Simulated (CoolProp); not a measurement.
Propylene along the isobar 0.769 MPa: density (kg/m³) from the reference equation and from simpler models built on Tc = 364.2 K, pc = 4.555 MPa, ω = 0.146; each cubic takes its own stable root.

The numbers come from the reference Helmholtz-energy equation of state, Lemmon 2013 in CoolProp.

```json
[
 {"T (K)": "253.5", "phase": "liquid", "reference": "574.7"},
 {"T (K)": "273.7", "phase": "liquid", "reference": "545.7"},
 {"T (K)": "294", "phase": "gas", "reference": "15.17"},
 {"T (K)": "314.2", "phase": "gas", "reference": "13.76"},
 {"T (K)": "334.5", "phase": "gas", "reference": "12.65"},
 {"T (K)": "354.8", "phase": "gas", "reference": "11.74"},
 {"T (K)": "375", "phase": "gas", "reference": "10.98"},
 {"T (K)": "395.3", "phase": "gas", "reference": "10.32"}
]
```

Problem. How far does each simpler model (van der Waals, Soave-Redlich-Kwong, Peng-Robinson) lie from the reference over these 8 states: mean and median of the absolute difference, and the worst?

Solution. 
- van der Waals: mean 25.5 %, median 2.1 %, worst -97.1 % at 273.7 K and 0.769 MPa
- Soave-Redlich-Kwong: mean 1.9 %, median 0.2 %, worst -7.4 % at 273.7 K and 0.769 MPa
- Peng-Robinson: mean 1.7 %, median 0.6 %, worst +5.8 % at 253.5 K and 0.769 MPa

At some of these states van der Waals gives the other phase, because its saturation line lies elsewhere.
